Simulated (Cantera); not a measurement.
A perfectly stirred reactor is fed with CH₄ : H₂ : CO₂ = 0.027 : 1 : 0.02 (molar parts), at 11000 Pa; it is held at 2000 K, and followed from long to short residence time.

Detailed kinetics in Cantera: GRI-Mech 3.0 (53 species, 325 reactions).

x: mole fraction; the columns are a selection and need not sum to one.

| τ (s) | x CH₄ | x H₂ | x CO₂ | x CO | x O | x CH₃ |
|---|---|---|---|---|---|---|
| 2.8 | 0.00104 | 0.952 | 4.45e-5 | 0.0317 | (withheld) | 0.000102 |
| 1.1 | 0.00159 | 0.951 | 7.41e-5 | 0.0289 | (withheld) | 0.000154 |
| 0.47 | 0.00234 | 0.949 | 0.000118 | 0.0259 | (withheld) | 0.000224 |
| 0.19 | 0.00355 | 0.946 | 0.000207 | 0.0229 | 2.11e-8 | 0.000331 |
| 0.078 | 0.00536 | 0.945 | 0.000412 | 0.0207 | 2.27e-8 | 0.000483 |
| 0.032 | 0.00805 | 0.943 | 0.000914 | 0.0190 | 2.20e-8 | 0.000694 |
| 0.013 | 0.0118 | 0.942 | 0.00213 | 0.0172 | (withheld) | 0.000953 |
| 0.0053 | 0.0163 | 0.942 | 0.00479 | 0.0143 | (withheld) | 0.00119 |
| 0.0021 | 0.0208 | 0.945 | 0.00957 | 0.00950 | (withheld) | 0.00127 |
| 0.00088 | 0.0237 | 0.949 | 0.0147 | 0.00433 | (withheld) | 0.00102 |
| 0.00036 | 0.0251 | 0.953 | 0.0180 | 0.00112 | 5.57e-10 | 0.000560 |

**Question.** Some entries are withheld; supply them.

**Answer.** 
- 2.8, x O: 8.52e-9
- 1.1, x O: 1.31e-8
- 0.47, x O: 1.74e-8
- 0.013, x O: 1.93e-8
- 0.0053, x O: 1.46e-8
- 0.0021, x O: 8.07e-9
- 0.00088, x O: 2.81e-9
